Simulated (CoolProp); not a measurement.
CF4 (R14) at 396.83 K and 0.105 MPa is throttled through a valve to 0.0661 MPa with no heat exchange. Each further row changes one setting.

The numbers come from the reference Helmholtz-energy equation of state, Platzer 1990 in CoolProp. This equation is an older, rougher fit.

```tsv
case	temperature change (K)	final density (kg/m³)
as stated	-0.1	___
outlet pressure 0.0198 MPa	___	___
outlet pressure 0.0859 MPa	-0.1	2.29
```

**Question.** What belongs in the gaps?

**Answer.** 
- as stated, final density (kg/m³): 1.76
- outlet pressure 0.0198 MPa, temperature change (K): -0.2
- outlet pressure 0.0198 MPa, final density (kg/m³): 0.529
